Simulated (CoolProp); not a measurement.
The fluid at 293.15 K and 14.5 MPa is throttled through a valve to 3.26 MPa with no heat exchange. The same conditions are run with several fluids, on thermodynamics alone (safety and materials aside).

Computed with CoolProp (reference Helmholtz-energy equation of state of each fluid (CF4 (R14): Platzer 1990; dry air: Lemmon 2000; ethylene: Smukala 2000; C2F6 (R116): Lemmon 2006; oxygen: Schmidt 1985)). The equations of Platzer and Polt are older, rougher fits. Blends and air are pseudo-pure fits.

| fluid | temperature change (K) | final phase | final density (kg/m³) |
|---|---|---|---|
| CF4 (R14) | -52.8 | gas | (withheld) |
| dry air | (withheld) | gas | 42.3 |
| ethylene | (withheld) | two-phase, vapour fraction 0.284 | (withheld) |
| C2F6 (R116) | -6.4 | liquid | 1030 |
| oxygen | -27.0 | gas | (withheld) |

### Question
What belongs in the gaps?

### Answer

- CF4 (R14), final density (kg/m³): 205
- dry air, temperature change (K): -20.3
- ethylene, temperature change (K): -29.8
- ethylene, final density (kg/m³): 166
- oxygen, final density (kg/m³): 48.8
